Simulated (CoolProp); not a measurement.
R123 at several states: density (kg/m³) from the reference equation and from simpler models built on Tc = 456.8 K, pc = 3.662 MPa, ω = 0.282; each cubic takes its own stable root.

Model: reference Helmholtz-energy equation of state, Younglove 1994, in CoolProp. It is a modified Benedict-Webb-Rubin equation, recast in Helmholtz form.

```json
[
 {"T (K)": "409.7", "p (MPa)": "0.088", "phase": "gas", "reference": "4.000", "Redlich-Kwong": "3.996", "Soave-Redlich-Kwong": "3.998"},
 {"T (K)": "419.9", "p (MPa)": "0.158", "phase": "gas", "reference": "7.064", "Redlich-Kwong": "7.055", "Soave-Redlich-Kwong": "7.060"},
 {"T (K)": "378.1", "p (MPa)": "4.47", "phase": "liquid", "reference": "1258", "Redlich-Kwong": "1083", "Soave-Redlich-Kwong": "[?]"},
 {"T (K)": "421.3", "p (MPa)": "0.883", "phase": "gas", "reference": "[?]", "Redlich-Kwong": "43.44", "Soave-Redlich-Kwong": "[?]"}
]
```

**Question.** What belongs in the gaps?

**Answer.** 
- 378.1, Soave-Redlich-Kwong: 1130
- 421.3, reference: 43.87
- 421.3, Soave-Redlich-Kwong: 43.68
